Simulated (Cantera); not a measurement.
A freely propagating, adiabatic, planar premixed flame of C2H6 : O2 : N2 : H2O = 1 : 2.5 : 9.4 : 0.38 (molar parts), equivalence ratio 1.4, unburnt at 400 K and 0.370 bar; mixture-averaged transport, grid criteria slope 0.08 and curve 0.16, no radiation.

Model: GRI-Mech 3.0 (53 species, 325 reactions), integrated in Cantera. Burning velocities carry a grid error of a few per cent, more on coarse grids.

x: mole fraction of selected species; z is measured from the peak of heat release.

| z (mm) | T (K) | u (m/s) | x C2H6 | x O2 | x H2O | x H2 | x CO | x CH2O |
|---|---|---|---|---|---|---|---|---|
| -3.29 | 400 | 0.516 | 0.0751 | 0.188 | 0.0286 | 0.00331 | 1.42e-5 | 2.85e-7 |
| -2.19 | 403 | 0.522 | 0.0747 | 0.187 | 0.0288 | … | … | … |
| -1.64 | 415 | 0.541 | 0.0741 | 0.184 | 0.0301 | 0.0145 | 0.000483 | 1.63e-5 |
| -1.10 | 507 | 0.671 | 0.0711 | 0.175 | 0.0394 | 0.0266 | 0.00388 | 0.000206 |
| -0.548 | 965 | 1.33 | 0.0481 | 0.130 | 0.0819 | 0.0442 | 0.0267 | 0.00180 |
| -0.274 | 1359 | 1.93 | 0.0204 | 0.0862 | 0.118 | 0.0527 | 0.0531 | 0.00196 |
| 0 | 1709 | 2.48 | 0.00152 | 0.0404 | 0.151 | 0.0566 | 0.0814 | 0.000642 |
| 0.274 | 1884 | 2.74 | 1.03e-5 | 0.0141 | 0.168 | 0.0547 | 0.0919 | 0.000137 |
| 0.548 | 1940 | 2.82 | 7.04e-8 | 0.00463 | 0.172 | 0.0533 | 0.0902 | 2.78e-5 |
| 1.10 | 1964 | 2.84 | <1e-8 | … | 0.171 | 0.0542 | 0.0843 | … |
| 2.19 | 1976 | 2.85 | <1e-8 | 0.000398 | 0.169 | 0.0557 | 0.0809 | 1.34e-8 |
| 4.38 | 1989 | 2.87 | <1e-8 | 0.000296 | 0.170 | 0.0561 | 0.0806 | <1e-8 |
| 8.77 | 2006 | 2.89 | <1e-8 | 0.000188 | 0.171 | 0.0564 | 0.0810 | <1e-8 |

Question: Fill in the missing entries.

Answer: 
- -2.19, x H2: 0.00814
- -2.19, x CO: 9.16e-5
- -2.19, x CH2O: 2.26e-6
- 1.10, x O2: 0.000845
- 1.10, x CH2O: 1.30e-6
